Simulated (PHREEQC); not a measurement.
Dissolve 46 mmol/kgw MnSO4, 0.095 mmol/kgw KHCO3, 0.64 mmol/kgw Sr(OH)2 and 0.073 mmol/kgw KBr at 20 °C. Closed to the air; pH follows from the charge balance.

The numbers come from PHREEQC with the ion-association model, phreeqc.dat.

Precipitation was switched off in this run.

**Question.** Order these Mn species by the share of Mn that they hold, largest first: Mn+2, MnOH+, MnSO4, MnCO3.

**Answer.** Mn+2 (60 %), MnSO4 (38 %), MnOH+ (2.5 %), MnCO3 (0.20 %)

The pH is 9.69 and the ionic strength 0.113 mol/kgw. The solution is supersaturated, for example in Pyrochroite, Rhodochrosite, so a real one may precipitate; this is no full list. Species that the database lacks are ignored.
